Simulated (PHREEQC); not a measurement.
Brine

Make-up at 25 °C: 5 mol/kgw NaBr, 0.16 mol/kgw BaCl2 and 0.26 mol/kgw NaCl. Closed to the air; pH follows from the charge balance.

The numbers come from PHREEQC with the Pitzer model, pitzer.dat.

No solid was allowed to form.

### Question
Predict the activity of water, density.

### Answer
activity of water 0.766; density 1.358 g/cm³.

Species that the database lacks are ignored.
